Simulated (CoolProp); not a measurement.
The fluid at 472.86 K and 0.196 MPa is compressed adiabatically to 0.634 MPa with isentropic efficiency 0.85. The same conditions are run with several fluids, on thermodynamics alone (safety and materials aside).

Values from CoolProp's reference Helmholtz-energy equation of state of each fluid (n-pentane: Thol 2019; hydrogen sulfide: Lemmon 2006; oxygen: Schmidt 1985; sulfur hexafluoride: Guder 2009).

```json
[
 {"fluid": "n-pentane", "work (kJ/kg)": "74.9", "final temperature (K)": "(withheld)", "final density (kg/m³)": "(withheld)"},
 {"fluid": "hydrogen sulfide", "work (kJ/kg)": "(withheld)", "final temperature (K)": "(withheld)", "final density (kg/m³)": "4.10"},
 {"fluid": "oxygen", "work (kJ/kg)": "(withheld)", "final temperature (K)": "673.2", "final density (kg/m³)": "3.62"},
 {"fluid": "sulfur hexafluoride", "work (kJ/kg)": "(withheld)", "final temperature (K)": "517.6", "final density (kg/m³)": "(withheld)"}
]
```

### Question
Fill in the missing entries.

### Answer

- n-pentane, final temperature (K): 505.7
- n-pentane, final density (kg/m³): 11.5
- hydrogen sulfide, work (kJ/kg): 181
- hydrogen sulfide, final temperature (K): 635.7
- oxygen, work (kJ/kg): 199
- sulfur hexafluoride, work (kJ/kg): 38.4
- sulfur hexafluoride, final density (kg/m³): 21.7

Above 300 K oxygen's equation is extrapolated.
